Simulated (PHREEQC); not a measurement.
Model water analysis in mg/kgw, 20 °C, pH 6.25, pe -1.5:

```csv
constituent,mg/kgw
Na,4.74
K,1.77
Ca,7.03
Mg,0.00413
Cl,7.43
S(6) as SO4,1.89
Alkalinity as HCO3,15.5
Si as SiO2,0.0775
Br,0.0104
```

Valence states are taken as typed.

Model: ion-association model, phreeqc.dat, run in PHREEQC.

Precipitation was switched off in this run.

Question: Estimate the charge-balance error.

Answer: charge-balance error 9.0 %.

Question: In which forms is S present?

Answer: SO4-2 98 %, CaSO4 2.3 % of the S.
